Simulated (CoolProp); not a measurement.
Vapour-liquid equilibrium of R125 (1) + R1234yf (2) at 0.901 bar; x and y are mole fractions of (1).

The numbers come from the multi-fluid Helmholtz-energy mixture model, Lemmon 2005 and Lemmon 2022; pair parameters Bell 2023 in CoolProp.

```csv
x,bubble temperature (K),y at the bubble point,dew temperature at overall composition x (K),liquid density (mol/L)
0.05,239.6,0.107,240.4,11.22
0.15,237.0,0.288,239.0,11.36
0.25,234.7,0.434,237.6,11.51
0.35,232.6,0.554,236.0,11.66
0.45,230.7,0.654,234.4,11.80
0.55,229.0,0.739,232.7,11.95
0.65,227.4,0.812,230.8,12.10
0.75,225.9,0.875,228.8,12.26
0.85,224.6,0.930,226.5,12.42
0.95,223.3,0.978,224.1,12.59
```

No azeotrope shows between x = 0.05 and 0.95.

Pair parameters are fitted to limited data, so mixtures are less certain than the pure fluids.
